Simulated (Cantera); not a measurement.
**Stirred combustor or abatement burner**

A perfectly stirred reactor is fed with 3.10 % C3H8, 20.4 % O2, 76.5 % N2, equivalence ratio 0.76, at 500000 Pa; it is adiabatic with a 300 K inlet, and is followed from long to short residence time, starting on the burning branch (τ in s: 0.044, 0.023, 0.012, 0.0059, 0.003, 0.0015, 0.00078, 0.0004, 0.0002, 0.0001, 5.3e-05).

Computed with Cantera and GRI-Mech 3.0 (53 species, 325 reactions). GRI-Mech 3.0 was tuned for natural gas; its chemistry of propane as a main component is partial and can be far from experiment.

| τ (s) | T (K) | x C3H8 | x O2 | x HO2 | x CO | x CH2CO | x CH2 | x NO2 |
|---|---|---|---|---|---|---|---|---|
| 0.044 | 1989 | 3.79e-7 | 0.0473 | 1.93e-6 | 0.000489 | 6.45e-7 | 2.75e-8 | 2.95e-7 |
| 0.023 | 1987 | 6.75e-7 | 0.0474 | 2.31e-6 | 0.000675 | 1.14e-6 | 5.05e-8 | 2.34e-7 |
| 0.012 | 1983 | 1.17e-6 | 0.0476 | 2.95e-6 | 0.000971 | 1.98e-6 | 9.15e-8 | 2.00e-7 |
| 0.0059 | 1977 | 2.09e-6 | 0.0478 | 4.11e-6 | 0.00148 | 3.52e-6 | 1.71e-7 | 1.76e-7 |
| 0.0030 | 1968 | 3.55e-6 | 0.0481 | 5.91e-6 | 0.00223 | 5.98e-6 | 3.05e-7 | 1.53e-7 |
| 0.0015 | 1954 | 5.98e-6 | 0.0486 | 8.83e-6 | 0.00338 | 1.01e-5 | 5.38e-7 | 1.28e-7 |
| 0.00078 | 1936 | 9.71e-6 | 0.0494 | 1.31e-5 | 0.00499 | 1.63e-5 | 9.04e-7 | 1.02e-7 |
| 0.00040 | 1911 | 1.60e-5 | 0.0507 | 1.98e-5 | 0.00737 | 2.63e-5 | 1.51e-6 | 7.91e-8 |
| 0.00020 | 1872 | 2.78e-5 | 0.0528 | 3.07e-5 | 0.0110 | 4.35e-5 | 2.53e-6 | 5.89e-8 |
| 0.00010 | 1816 | 5.25e-5 | 0.0563 | 4.97e-5 | 0.0168 | 7.61e-5 | 4.24e-6 | 4.12e-8 |
| 5.3e-5 | 1718 | 0.000128 | 0.0637 | 9.30e-5 | 0.0273 | 0.000165 | 7.09e-6 | 2.33e-8 |
x: mole fraction; the columns are a selection and need not sum to one.
